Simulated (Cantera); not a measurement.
An isothermal, constant-pressure homogeneous reactor starts with N2O : H2O = 1 : 0.12 (molar parts), at 1423 K and 100.0 Torr.

Computed with Cantera and GRI-Mech 3.0 (53 species, 325 reactions). GRI-Mech 3.0 was tuned for natural gas; its chemistry of N2O as a main component is partial and can be far from experiment. The temperature is held fixed by assumption; the heat of reaction is taken as removed at once.

One state of this run: x N2O = 0.804; x H2O = 0.104; x OH = 0.000258; x H = 2.39e-7; x HO2 = 1.21e-5. x: mole fraction; the columns are a selection and need not sum to one.

Q: Which value of t (s) does it belong to?
(A) 1.69e-5
(B) 0.533
(C) 0.0169
(D) 0.0949

A: C, 0.0169
